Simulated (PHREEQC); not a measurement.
Solution (25 °C): 0.054 mol H2SO4 and 0.056 mol NaH2PO4 per kg of water. Closed to the air; pH follows from the charge balance.

Computed with PHREEQC (ion-association model, phreeqc.dat).

No solid was allowed to form.

Problem. Estimate the pH.

Solution. pH 1.53.

Problem. In which forms is S present?

Solution. HSO4- 55 %, SO4-2 41 %, NaSO4- 4.0 % of the S.

Complexes and solids missing from the database can't appear.
